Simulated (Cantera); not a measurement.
# Si + F2 (silicon etching in halogen gases)

Feed: 1 mol Si, 4.5 mol F2, equilibrated at 0.360 bar.

These are equilibrium values from Cantera (NASA tables, ideal gas, pure condensed phases), not measurements of a reactor. Candidate condensed phases: Si; 9 gas species. Kinetics and transport are ignored.

| T (°C) | x F | x F2 | x SiF4 |
|---|---|---|---|
| 675 | 0.0765 | 0.649 | 0.275 |
| 725 | 0.125 | 0.607 | 0.268 |
| 775 | 0.191 | 0.550 | 0.258 |
| 825 | 0.275 | 0.479 | 0.246 |
| 875 | 0.371 | 0.397 | 0.233 |
| 925 | 0.471 | 0.310 | 0.218 |
| 975 | 0.566 | 0.230 | 0.205 |
| 1025 | 0.645 | 0.161 | 0.194 |
| 1075 | 0.706 | 0.109 | 0.185 |
| 1125 | 0.749 | 0.0721 | 0.179 |
| 1175 | 0.778 | 0.0474 | 0.175 |
| 1225 | 0.797 | 0.0313 | 0.172 |
x: gas mole fraction; nothing condenses.

From 675 °C to 1225 °C nothing is condensed. The main Si-bearing gas is SiF4 throughout.
